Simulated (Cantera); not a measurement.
Input: 1 mol Cu, 0.29 mol CO2, 11 mol H2, held at 15.0 bar.

Cantera equilibrium calculation (NASA polynomials, part measured and part estimated; ideal gas, pure solids and liquids). Candidate condensed phases: C, C6H6, C7H8, C8H18, Cu, CuO, Cu(OH)2, Cu2O, H2O; 113 gas species. Rates play no part. All values below are at 1575 K.

Base state: H2 0.948, H2O 0.0258, CO 0.0251, CH4 0.000349, CO2 0.000236, H 1.04e-5 (mole fractions); condensed: Cu(l).

### Question
What changes in the equilibrium state with this change: Cu replaced by Si?

### Answer
| species | before | after |
|---|---|---|
| H2 | 0.948 | 1.000 |
| CH4 | 0.000349 | 0.000263 |
| SiO | 0 | 0.000127 |
| H2O | 0.0258 | 7.10e-6 |
| CO | 0.0251 | 4.44e-6 |
| CO2 | 0.000236 | <1e-9 |
| SiH4 | 0 | 1.68e-5 |
| H | 1.04e-5 | 1.07e-5 |
| Cu(l), mol | 1.000 | 0 |
| Si(s), mol | 0 | 0.422 |
| SiC(s), mol | 0 | 0.287 |
| SiO2(β-quartz), mol | 0 | 0.289 |
Mutual solubility and eutectic melting of coexisting phases are not modelled. The tables hold silica as quartz up to 1696 K and as liquid above; real silica turns to tridymite and cristobalite and melts near 1996 K. Gases not in the tables: Si2H6 and higher silanes. Further candidate phases: Si, SiC, SiO2.
